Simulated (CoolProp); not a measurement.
Model: reference Helmholtz-energy equation of state, Schroeder 2014, in CoolProp.

Q: For ethanol, give the phase and the Joule-Thomson coefficient (K/MPa) at 548.1 K and 24.4 MPa; 390.3 K and 0.0731 MPa; 603.1 K and 0.349 MPa.

A: 
- 548.1 K and 24.4 MPa: supercritical; Joule-Thomson coefficient 0.458
- 390.3 K and 0.0731 MPa: gas; Joule-Thomson coefficient 37.3
- 603.1 K and 0.349 MPa: gas; Joule-Thomson coefficient 4.88
